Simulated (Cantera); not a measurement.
An isothermal, constant-pressure homogeneous reactor starts with H2 : O2 = 0.0094 : 1 (molar parts), equivalence ratio 0.0047, at 1000 K and 0.750 Torr.

Model: the H2/O2 subset of GRI-Mech 3.0, which has no nitrogen chemistry, integrated in Cantera. Radical loss at walls, strong at low pressure, is not modelled.

x: mole fraction; the columns are a selection and need not sum to one.

```csv
t (s),x H2,x O2,x H2O2,x OH,x O
0.000300,0.00931,0.991,<1e-12,<1e-12,<1e-12
0.00106,0.00931,0.991,<1e-12,1.73e-12,1.80e-12
0.00374,0.00931,0.991,<1e-12,1.38e-11,1.57e-11
0.0132,0.00931,0.991,<1e-12,8.38e-11,1.22e-10
0.0466,0.00931,0.991,<1e-12,1.24e-9,2.26e-9
0.164,0.00930,0.991,1.72e-12,3.61e-6,6.75e-6
0.580,5.34e-5,0.983,1.51e-9,0.000392,0.00752
2.05,3.50e-5,0.984,1.23e-9,0.000331,0.00668
7.22,2.33e-5,0.986,1.26e-9,0.000270,0.00437
25.5,8.09e-6,0.989,1.25e-9,0.000159,0.00150
90.0,…,0.990,…,…,…
```

### Question
Complete the blanks.

### Answer

- 90.0, x H2: 1.28e-6
- 90.0, x H2O2: 1.04e-9
- 90.0, x OH: 6.36e-5
- 90.0, x O: 0.000237
